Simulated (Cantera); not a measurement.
An isothermal, constant-pressure homogeneous reactor starts with NO : N₂ = 1 : 3.7 (molar parts), at 2048 K and 2670 Pa. Integrator tolerance rtol = 1e-08.

Computed with Cantera and GRI-Mech 3.0 (53 species, 325 reactions). Radical loss at walls, strong at low pressure, is not modelled.

Q: What does this change do: temperature 2048 to 1500 K?

A: 
| quantity | before | after |
|---|---|---|
| x(NO) at 100 s | 0.00648 (gas-phase equilibrium 0.00648) | 0.210 (gas-phase equilibrium 0.000930) |
| x(N₂) at 100 s | 0.890 (gas-phase equilibrium 0.890) | 0.788 (gas-phase equilibrium 0.893) |
| x(O) at 100 s | 0.00189 (gas-phase equilibrium 0.00189) | 1.36e-6 (gas-phase equilibrium 8.13e-6) |
| x(NO₂) at 100 s | 1.17e-6 (gas-phase equilibrium 1.17e-6) | 1.68e-5 (gas-phase equilibrium 5.76e-7) |
| x(N₂O) at 100 s | 6.30e-8 (gas-phase equilibrium 6.30e-8) | 1.40e-5 (gas-phase equilibrium 9.91e-9) |
